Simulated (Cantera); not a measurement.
An adiabatic, constant-volume homogeneous reactor starts with CH₄ : O₂ : N₂ = 1 : 0.8 : 3.01 (molar parts), at 1200 K and 5.60 bar.

Cantera simulation using GRI-Mech 3.0 (53 species, 325 reactions); the numbers are that mechanism's predictions, not measurements.

Task: Predict: time of steepest temperature rise; temperature at 1.00 s; equilibrium temperature; x(CH₄) at 1.00 s; x(O₂) at 1.00 s; x(HCO) at 1.00 s; x(CO₂) at 1.00 s; x(H) at 1.00 s; x(NO) at 1.00 s.

Result: 
```
Property                                                             Value
---------------------------------  ---------------------------------------
time of steepest temperature rise                                  13.9 ms
temperature at 1.00 s                                               2294 K
equilibrium temperature                                             2294 K
x(CH₄) at 1.00 s                   3.59e-8 (gas-phase equilibrium 4.04e-8)
x(O₂) at 1.00 s                    4.14e-8 (gas-phase equilibrium 4.14e-8)
x(HCO) at 1.00 s                   5.25e-7 (gas-phase equilibrium 5.25e-7)
x(CO₂) at 1.00 s                     0.0103 (gas-phase equilibrium 0.0103)
x(H) at 1.00 s                     0.00127 (gas-phase equilibrium 0.00127)
x(NO) at 1.00 s                    5.50e-6 (gas-phase equilibrium 5.50e-6)
```
